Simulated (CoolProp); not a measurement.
Vapour-liquid equilibrium of n-pentane (1) + cyclohexane (2) at 9.77 bar; x and y are mole fractions of (1).

Model: multi-fluid Helmholtz-energy mixture model, Thol 2019 and Zhou 2014; pair parameters Bell 2016, in CoolProp.

| x | bubble temperature (K) | y at the bubble point | dew temperature at overall composition x (K) | liquid density (mol/L) |
|---|---|---|---|---|
| 0.05 | 449.2 | 0.108 | 451.7 | 7.204 |
| 0.125 | 442.8 | 0.247 | 448.4 | 7.221 |
| 0.2 | 437.1 | 0.365 | … | 7.230 |
| 0.275 | 431.8 | 0.466 | 441.5 | 7.231 |
| 0.35 | 427.0 | 0.553 | … | … |
| 0.425 | 422.6 | 0.629 | 434.0 | 7.214 |
| 0.5 | 418.5 | 0.695 | 430.0 | 7.198 |
| 0.575 | 414.7 | 0.754 | 425.8 | 7.177 |
| 0.65 | 411.2 | 0.807 | 421.3 | 7.151 |
| 0.725 | 407.8 | 0.855 | 416.6 | 7.122 |
| 0.8 | 404.6 | 0.899 | 411.7 | 7.090 |
| 0.875 | 401.6 | 0.939 | 406.4 | 7.054 |
| 0.95 | 398.7 | 0.977 | 400.8 | 7.015 |

### Question
Fill in the missing entries.

### Answer

- 0.2, dew temperature at overall composition x (K): 445.0
- 0.35, dew temperature at overall composition x (K): 437.8
- 0.35, liquid density (mol/L): 7.225

No azeotrope shows between x = 0.05 and 0.95.

Pair parameters are fitted to limited data, so mixtures are less certain than the pure fluids.
